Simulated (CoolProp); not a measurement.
Model: reference Helmholtz-energy equation of state, Lemmon 2006, in CoolProp. It is a short technical equation, of lower accuracy than the large ones.

Problem. For carbonyl sulfide, give the phase and the density (kg/m³), cp (kJ/(kg K)) at 572.4 K and 7430 kPa; 572.4 K and 8490 kPa.

Solution. 
- 572.4 K and 7430 kPa: supercritical; density 104, cp 0.962
- 572.4 K and 8490 kPa: supercritical; density 120, cp 0.983
